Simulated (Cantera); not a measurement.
## Gas activation for diamond growth

A perfectly stirred reactor is fed with 0.705 % CH4, 97.9 % H2, 1.37 % O2, equivalence ratio 37, at 2670 Pa; it is held at 2300 K, and followed from long to short residence time.

Detailed kinetics in Cantera: GRI-Mech 3.0 (53 species, 325 reactions). Radical loss at walls, strong at low pressure, is not modelled.

```
τ (s)       x CH4   x H2      x O2    x CH2     x HO2   x CH2CO
-------  --------  -----  --------  -------  --------  --------
6.5       1.53e-6  0.918   1.44e-7  1.48e-7  2.73e-11  2.16e-11
2.0       6.08e-6  0.922   3.21e-7  5.12e-7  4.47e-11  1.62e-10
0.64      2.91e-5  0.929   9.97e-7  1.78e-6  1.25e-10   2.04e-9
0.20     0.000136  0.936   3.77e-6  5.51e-6  5.27e-10   2.60e-8
0.062    0.000416  0.940   1.41e-5  1.22e-5   2.22e-9   1.38e-7
0.019    0.000937  0.942   5.12e-5  2.14e-5   8.86e-9   3.14e-7
0.0060    0.00176  0.943  0.000175  3.24e-5   3.24e-8   4.18e-7
0.0019    0.00285  0.944  0.000575  4.30e-5   1.13e-7   4.42e-7
0.00059   0.00402  0.947   0.00187  4.48e-5   4.04e-7   4.11e-7
```
x: mole fraction; the columns are a selection and need not sum to one.
